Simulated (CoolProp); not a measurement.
Vapour-liquid equilibrium of nitrogen (1) + oxygen (2) at 89.3 K; x and y are mole fractions of (1).

Model: multi-fluid Helmholtz-energy mixture model, Span 2000 and Schmidt 1985; pair parameters Gernert 2013, in CoolProp.

| x | bubble pressure, mixture model (bar) | bubble pressure, Raoult's law (bar) | y, mixture model | y, Raoult's law |
|---|---|---|---|---|
| 0.05 | 1.073 | 1.046 | 0.178 | 0.162 |
| 0.15 | 1.351 | 1.293 | 0.407 | 0.394 |
| 0.25 | 1.608 | 1.540 | 0.551 | 0.551 |
| 0.35 | 1.851 | 1.787 | 0.654 | 0.664 |
| 0.45 | 2.086 | 2.034 | 0.734 | 0.751 |
| 0.55 | 2.318 | 2.281 | 0.798 | 0.818 |
| 0.65 | 2.550 | 2.528 | 0.853 | 0.872 |
| 0.75 | 2.785 | 2.776 | 0.901 | 0.917 |
| 0.85 | 3.024 | 3.023 | 0.944 | 0.954 |
| 0.95 | 3.269 | 3.270 | 0.982 | 0.986 |

The largest gap from Raoult's law is +4.5 % in bubble pressure, at x = 0.15. No azeotrope shows between x = 0.05 and 0.95.

The pair parameters rest on a limited set of measurements; away from them the model extrapolates.
